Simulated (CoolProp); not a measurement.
R123 at 298.15 K and 0.0689 MPa is throttled through a valve to 0.0113 MPa with no heat exchange. Each further row changes one setting.

The numbers come from the reference Helmholtz-energy equation of state, Younglove 1994 in CoolProp. It is a modified Benedict-Webb-Rubin equation, recast in Helmholtz form.

```csv
case,temperature change (K),final density (kg/m³)
as stated,-2.2,0.706
outlet pressure 0.00339 MPa,-2.5,0.211
outlet pressure 0.0147 MPa,-2.1,0.919
```
